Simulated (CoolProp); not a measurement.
Vapour-liquid equilibrium of toluene (1) + p-xylene (2) at 0.0249 MPa; x and y are mole fractions of (1).

The numbers come from the multi-fluid Helmholtz-energy mixture model, Lemmon 2006 and Zhou 2012; pair parameters Bell 2016 in CoolProp.

```
x     bubble temperature (°C)  y at the bubble point  dew temperature at overall composition x (°C)  liquid density (mol/L)
----  -----------------------  ---------------------  ---------------------------------------------  ----------------------
0.05                      ___                  0.111                                           91.8                   7.571
0.15                      ___                  0.299                                           90.0                   7.707
0.25                     84.0                  0.449                                           88.2                   7.843
0.35                     81.1                  0.571                                           86.2                   7.981
0.45                     78.5                  0.671                                           84.0                   8.119
0.55                     76.1                  0.754                                           81.6                   8.259
0.65                     74.0                  0.823                                           79.1                   8.401
0.75                     72.0                  0.882                                            ___                   8.545
0.85                     70.2                  0.934                                            ___                   8.692
0.95                     68.5                  0.979                                           69.6                   8.843
```

Problem. Some entries are withheld; supply them.

Solution. 
- 0.05, bubble temperature (°C): 90.7
- 0.15, bubble temperature (°C): 87.2
- 0.75, dew temperature at overall composition x (°C): 76.2
- 0.85, dew temperature at overall composition x (°C): 73.1

No azeotrope shows between x = 0.05 and 0.95.

The pair parameters rest on a limited set of measurements; away from them the model extrapolates.
